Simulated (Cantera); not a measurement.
**Thermodynamics of abatement and gas-phase synthesis, feed HI + H2O**

Feed: 1 mol HI, 2.9 mol H2O, at 0.430 bar.

Method: chemical equilibrium by Gibbs-energy minimisation in Cantera with the NASA 1993 tables (ideal gas, pure condensed phases). Candidate condensed phases: H2O, I2; 12 gas species. Rates play no part.

From 1275 K to 2775 K nothing is condensed.

```
T (K)  log p H2O  log p I  log p H2  log p HI  log p OH  log p H  log p I2  log p O2
-----  ---------  -------  --------  --------  --------  -------  --------  --------
1275       -0.51    -1.47     -1.62     -1.24     -7.77    -6.94     -2.16    -12.30
1425       -0.52    -1.28     -1.52     -1.36     -6.59    -5.93     -2.45    -10.36
1575       -0.53    -1.17     -1.45     -1.51     -5.63    -5.11     -2.78     -8.78
1725       -0.54    -1.11     -1.40     -1.68     -4.83    -4.43     -3.11     -7.44
1875       -0.54    -1.08     -1.37     -1.83     -4.15    -3.87     -3.42     -6.29
2025       -0.54    -1.06     -1.35     -1.98     -3.56    -3.39     -3.70     -5.29
2175       -0.55    -1.04     -1.34     -2.12     -3.06    -2.98     -3.95     -4.43
2325       -0.55    -1.04     -1.33     -2.24     -2.62    -2.62     -4.18     -3.68
2475       -0.56    -1.04     -1.31     -2.34     -2.25    -2.30     -4.40     -3.06
2625       -0.59    -1.04     -1.28     -2.43     -1.95    -2.01     -4.60     -2.58
2775       -0.64    -1.05     -1.22     -2.51     -1.71    -1.74     -4.79     -2.24
```
log p: log10 of the partial pressure in bar; nothing condenses.
